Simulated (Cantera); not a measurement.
Feed: 1 mol Al(CH3)3, 240 mol NH3, 3.9 mol N2, at 1700 °C and 4.40 mbar.

These are equilibrium values from Cantera (NASA tables, ideal gas, pure condensed phases), not measurements of a reactor. Candidate condensed phases: Al, AlN, C, C6H6, C7H8, C8H18; 97 gas species. The feed counts by its element totals alone. The numbers say what is thermodynamically allowed, not how fast it happens.

Base state: H2 0.727, N2 0.248, H 0.0174, HCN 0.00505, Al 0.00199, C2H2 (acetylene) 0.000375, HNC 0.000273, AlH 3.34e-5 (mole fractions); condensed: gas only.

What changes in the equilibrium state with this change: pressure from 4.40 mbar to 1.30 mbar?


```csv
species,before,after
H2,0.727,0.714
N2,0.248,0.247
H,0.0174,0.0317
Al,0.00199,0.00199
AlH,3.34e-5,1.80e-5
C2H2 (acetylene),0.000375,0.000372
HCN,0.00505,0.00501
HNC,0.000273,0.000271
```

What changes in the equilibrium state with this change: temperature from 1700 °C to 1402 °C?


```json
[
 {"species": "H2", "before": "0.727", "after": "0.745"},
 {"species": "N2", "before": "0.248", "after": "0.252"},
 {"species": "H", "before": "0.0174", "after": "0.00151"},
 {"species": "Al", "before": "0.00199", "after": "8.69e-5"},
 {"species": "AlH", "before": "3.34e-5", "after": "3.26e-6"},
 {"species": "C2H2 (acetylene)", "before": "0.000375", "after": "4.33e-5"},
 {"species": "HNC", "before": "0.000273", "after": "3.88e-5"},
 {"species": "HCN", "before": "0.00505", "after": "0.00138"},
 {"species": "AlN(s), mol", "before": "0", "after": "0.956"},
 {"species": "C(graphite), mol", "before": "0", "after": "2.26"}
]
```

What changes in the equilibrium state with this change: temperature from 1700 °C to 1575 °C?


```json
[
 {"species": "H2", "before": "0.727", "after": "0.737"},
 {"species": "N2", "before": "0.248", "after": "0.251"},
 {"species": "H", "before": "0.0174", "after": "0.00686"},
 {"species": "Al", "before": "0.00199", "after": "0.00199"},
 {"species": "C2H2 (acetylene)", "before": "0.000375", "after": "0.000190"},
 {"species": "HNC", "before": "0.000273", "after": "0.000140"},
 {"species": "HCN", "before": "0.00505", "after": "0.00331"},
 {"species": "AlH", "before": "3.34e-5", "after": "4.55e-5"},
 {"species": "C(graphite), mol", "before": "0", "after": "1.12"}
]
```
